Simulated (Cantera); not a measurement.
A perfectly stirred reactor is fed with 3.03 % CH₄, 97.0 % H₂, at 17.3 Torr; it is held at 1925 K, and followed from long to short residence time.

Detailed kinetics in Cantera: GRI-Mech 3.0 (53 species, 325 reactions). GRI-Mech 3.0 stops at C3 and has no aromatics, soot or wall deposition, so with more carbon than oxygen in the feed, carbon stays in small species such as C2H2 where larger ones or solid carbon would form. Radical loss at walls, strong at low pressure, is not modelled.

x: mole fraction; the columns are a selection and need not sum to one.

| τ (s) | x CH₄ | x H₂ | x CH₂ | x C₂H₂ | x H |
|---|---|---|---|---|---|
| 1.4 | 0.00275 | 0.978 | 1.91e-6 | 0.0132 | 0.00535 |
| 0.69 | (withheld) | 0.978 | (withheld) | 0.0125 | 0.00504 |
| 0.33 | 0.00617 | 0.977 | 3.12e-6 | 0.0114 | 0.00467 |
| 0.16 | 0.00908 | 0.976 | 3.76e-6 | 0.00985 | 0.00429 |
| 0.078 | 0.0129 | 0.974 | 4.27e-6 | 0.00786 | 0.00389 |
| 0.038 | 0.0176 | 0.972 | 4.45e-6 | 0.00548 | 0.00345 |
| 0.018 | 0.0226 | 0.970 | 4.01e-6 | 0.00299 | 0.00290 |
| 0.0089 | 0.0265 | 0.969 | 2.80e-6 | 0.00116 | 0.00221 |
| 0.0043 | 0.0289 | 0.969 | 1.23e-6 | 0.000232 | 0.00136 |
| 0.0021 | 0.0298 | 0.969 | (withheld) | (withheld) | (withheld) |
| 0.0010 | 0.0301 | 0.969 | 8.89e-8 | 1.61e-6 | 0.000343 |

Q: What belongs in the gaps?

A: 
- 0.69, x CH₄: 0.00409
- 0.69, x CH₂: 2.47e-6
- 0.0021, x CH₂: 3.66e-7
- 0.0021, x C₂H₂: 2.49e-5
- 0.0021, x H: 0.000712
